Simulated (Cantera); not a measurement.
A freely propagating, adiabatic, planar premixed flame of CH₄ : O₂ : N₂ = 1 : 2.17 : 7.39 (molar parts), equivalence ratio 0.92, unburnt at 598 K and 0.987 atm; mixture-averaged transport, grid criteria slope 0.08 and curve 0.16, no radiation.

Model: GRI-Mech 3.0 (53 species, 325 reactions), integrated in Cantera. Burning velocities carry a grid error of a few per cent, more on coarse grids.

Predict: laminar burning velocity; thermal thickness; peak x(HCO); peak x(CO); peak x(H₂).


```json
{
  "laminar_burning_velocity": "144 cm/s",
  "thermal_thickness": "0.305 mm",
  "peak x(HCO)": "7.93e-5",
  "peak x(CO)": "0.0532",
  "peak x(H₂)": "0.0215"
}
```
